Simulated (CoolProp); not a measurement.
R365MFC along the isobar 177 kPa: density (kg/m³) from the reference equation and from simpler models built on Tc = 186.9 °C, pc = 3266 kPa, ω = 0.377; each cubic takes its own stable root.

Model: reference Helmholtz-energy equation of state, Lemmon 2016, in CoolProp.

```json
[
 {"T (°C)": "98.65", "phase": "gas", "reference": "8.847", "van der Waals": "8.716", "Redlich-Kwong": "8.782", "Soave-Redlich-Kwong": "8.820", "Peng-Robinson": "8.843"},
 {"T (°C)": "109.55", "phase": "gas", "reference": "8.557", "van der Waals": "8.452", "Redlich-Kwong": "8.508", "Soave-Redlich-Kwong": "8.538", "Peng-Robinson": "8.560"},
 {"T (°C)": "120.45", "phase": "gas", "reference": "8.288", "van der Waals": "8.204", "Redlich-Kwong": "8.251", "Soave-Redlich-Kwong": "8.275", "Peng-Robinson": "8.295"},
 {"T (°C)": "131.35", "phase": "gas", "reference": "8.039", "van der Waals": "7.971", "Redlich-Kwong": "8.010", "Soave-Redlich-Kwong": "8.028", "Peng-Robinson": "8.048"},
 {"T (°C)": "142.25", "phase": "gas", "reference": "7.807", "van der Waals": "7.751", "Redlich-Kwong": "7.784", "Soave-Redlich-Kwong": "7.797", "Peng-Robinson": "7.816"},
 {"T (°C)": "153.15", "phase": "gas", "reference": "7.589", "van der Waals": "7.543", "Redlich-Kwong": "7.571", "Soave-Redlich-Kwong": "7.580", "Peng-Robinson": "7.597"},
 {"T (°C)": "164.05", "phase": "gas", "reference": "7.384", "van der Waals": "7.346", "Redlich-Kwong": "7.370", "Soave-Redlich-Kwong": "7.375", "Peng-Robinson": "7.392"},
 {"T (°C)": "174.95", "phase": "gas", "reference": "7.191", "van der Waals": "7.159", "Redlich-Kwong": "7.180", "Soave-Redlich-Kwong": "7.182", "Peng-Robinson": "7.198"},
 {"T (°C)": "185.85", "phase": "gas", "reference": "7.009", "van der Waals": "6.982", "Redlich-Kwong": "6.999", "Soave-Redlich-Kwong": "6.999", "Peng-Robinson": "7.014"},
 {"T (°C)": "196.75", "phase": "gas", "reference": "6.836", "van der Waals": "6.814", "Redlich-Kwong": "6.828", "Soave-Redlich-Kwong": "6.826", "Peng-Robinson": "6.840"},
 {"T (°C)": "207.65", "phase": "gas", "reference": "6.672", "van der Waals": "6.653", "Redlich-Kwong": "6.666", "Soave-Redlich-Kwong": "6.662", "Peng-Robinson": "6.675"},
 {"T (°C)": "218.55", "phase": "gas", "reference": "6.515", "van der Waals": "6.501", "Redlich-Kwong": "6.511", "Soave-Redlich-Kwong": "6.506", "Peng-Robinson": "6.519"}
]
```
